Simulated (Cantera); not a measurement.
An adiabatic, constant-pressure homogeneous reactor starts with H2 : O2 : N2 = 1 : 0.581 : 2.19 (molar parts), equivalence ratio 0.86, at 1225 K and 4.93 atm. Integrator tolerance rtol = 1e-08.

Model: GRI-Mech 3.0 (53 species, 325 reactions), integrated in Cantera. The hydrogen kinetics of GRI-Mech 3.0 are dated; newer H2 mechanisms differ, most at raised pressure.

Question: What does this change do: initial temperature 1225 to 1375 K?

Answer: 
| quantity | before | after |
|---|---|---|
| time of steepest temperature rise | 12.0 µs | 4.53 µs |
| temperature at 5.00 s | 2806 K | 2874 K |
| equilibrium temperature | 2806 K | 2874 K |
| x(H2) at 5.00 s | 0.0182 (gas-phase equilibrium 0.0182) | 0.0224 (gas-phase equilibrium 0.0224) |
| x(O2) at 5.00 s | 0.0220 (gas-phase equilibrium 0.0220) | 0.0225 (gas-phase equilibrium 0.0225) |
| x(N2O) at 5.00 s | 1.25e-6 (gas-phase equilibrium 1.25e-6) | 1.38e-6 (gas-phase equilibrium 1.38e-6) |
| x(H2O2) at 5.00 s | 1.13e-6 (gas-phase equilibrium 1.13e-6) | 1.24e-6 (gas-phase equilibrium 1.24e-6) |
| x(NO2) at 5.00 s | 5.30e-6 (gas-phase equilibrium 5.30e-6) | 5.61e-6 (gas-phase equilibrium 5.61e-6) |
| x(O) at 5.00 s | 0.00371 (gas-phase equilibrium 0.00371) | 0.00486 (gas-phase equilibrium 0.00486) |

Question: What does this change do: initial temperature 1225 to 1175 K?

Answer: 
```csv
quantity,before,after
time of steepest temperature rise,12.0 µs,23.3 µs
temperature at 5.00 s,2806 K,2782 K
equilibrium temperature,2806 K,2782 K
x(H2) at 5.00 s,0.0182 (gas-phase equilibrium 0.0182),0.0168 (gas-phase equilibrium 0.0168)
x(O2) at 5.00 s,0.0220 (gas-phase equilibrium 0.0220),0.0218 (gas-phase equilibrium 0.0218)
x(N2O) at 5.00 s,1.25e-6 (gas-phase equilibrium 1.25e-6),1.20e-6 (gas-phase equilibrium 1.20e-6)
x(H2O2) at 5.00 s,1.13e-6 (gas-phase equilibrium 1.13e-6),1.09e-6 (gas-phase equilibrium 1.09e-6)
x(NO2) at 5.00 s,5.30e-6 (gas-phase equilibrium 5.30e-6),5.19e-6 (gas-phase equilibrium 5.19e-6)
x(O) at 5.00 s,0.00371 (gas-phase equilibrium 0.00371),0.00336 (gas-phase equilibrium 0.00336)
```

Question: What does this change do: 0.17 parts H2O added?

Answer: 
```tsv
quantity	before	after
time of steepest temperature rise	12.0 µs	19.3 µs
temperature at 5.00 s	2806 K	2740 K
equilibrium temperature	2806 K	2740 K
x(H2) at 5.00 s	0.0182 (gas-phase equilibrium 0.0182)	0.0162 (gas-phase equilibrium 0.0162)
x(O2) at 5.00 s	0.0220 (gas-phase equilibrium 0.0220)	0.0213 (gas-phase equilibrium 0.0213)
x(N2O) at 5.00 s	1.25e-6 (gas-phase equilibrium 1.25e-6)	1.06e-6 (gas-phase equilibrium 1.06e-6)
x(H2O2) at 5.00 s	1.13e-6 (gas-phase equilibrium 1.13e-6)	1.13e-6 (gas-phase equilibrium 1.13e-6)
x(NO2) at 5.00 s	5.30e-6 (gas-phase equilibrium 5.30e-6)	4.81e-6 (gas-phase equilibrium 4.81e-6)
x(O) at 5.00 s	0.00371 (gas-phase equilibrium 0.00371)	0.00280 (gas-phase equilibrium 0.00280)
```
